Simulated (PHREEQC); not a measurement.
# Polishing slurry liquid: speciation

Consider water at 25 °C with 0.03 mol K2CO3, 0.0071 mol K2SO4 and 1.1e-05 mol CO2 per kg of water. Closed to the air; pH follows from the charge balance.

All values are PHREEQC results (ion-association model, phreeqc.dat), not measurements.

Each row changes one thing in this solution. No solid was allowed to form.

```
case                                               pH  ionic strength (mol/kgw)  CO3-2 (mol/kgw)  SO4-2 (mol/kgw)  HCO3- (mol/kgw)  KSO4- (mol/kgw)
----------------------------------------------  -----  ------------------------  ---------------  ---------------  ---------------  ---------------
as made                                         11.16                     0.107           0.0280          0.00601          0.00197          0.00109
diluted 100-fold with water                     10.20                  0.000947         0.000135          7.07e-5         0.000165          3.21e-7
K2CO3 from 0.03 to 0.015 mol/kgw                11.04                    0.0633           0.0136          0.00629          0.00142         0.000808
CO2 left out                                    11.17                     0.107           0.0280          0.00601          0.00196          0.00109
K2CO3 replaced by NH4HCO3 at the same molality   7.77                    0.0482         0.000140          0.00586           0.0290         0.000263
CO2 from 1.1e-05 to 1.1e-06 mol/kgw             11.17                     0.107           0.0280          0.00601          0.00196          0.00109
K2SO4 from 0.0071 to 0.00639 mol/kgw            11.17                     0.105           0.0280          0.00542          0.00198         0.000970
```

Carbamate, which ammonia and carbonate form, is missing from the database.
